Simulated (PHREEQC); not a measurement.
## Metal-bearing waste water

A solution holds 0.012 mol Al2(SO4)3, 0.0005 mol ZnCl2, 0.18 mol H2SO4 and 0.0015 mol Na2SO4 per kg of water, at 20 °C. Closed to the air; pH follows from the charge balance.

The numbers come from PHREEQC with the ion-association model, wateq4f.dat.

No solid was allowed to form.

Problem. Estimate the pH, activity of water, ionic strength.

Solution. pH 0.81; activity of water 0.993; ionic strength 0.274 mol/kgw.

Problem. In which forms is Zn present?

Solution. Zn+2 60 %, ZnSO4 32 %, Zn(SO4)2-2 8.1 % of the Zn.
